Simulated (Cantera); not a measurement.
Feed: 1 mol C2H5OH, 0.55 mol H2, 9.4 mol N2, held at 1850 K and 0.100 bar.

Method: chemical equilibrium by Gibbs-energy minimisation in Cantera with the NASA 1993 tables (ideal gas, pure condensed phases). Candidate condensed phases: C, C6H6, C7H8, C8H18, H2O; 136 gas species. Kinetics and transport are ignored.

Question: What is the equilibrium state?

Answer: 
- x(N2): 0.672
- x(H2): 0.252
- x(CO): 0.0717
- x(HCN): 0.00320
- x(H): 0.000856
- x(HNC): 0.000136
- x(C2H2 (acetylene)): 6.60e-5
- x(CH4): 4.16e-6
- n(C(graphite)): 0.951 mol
- gas amount: 13.96 mol
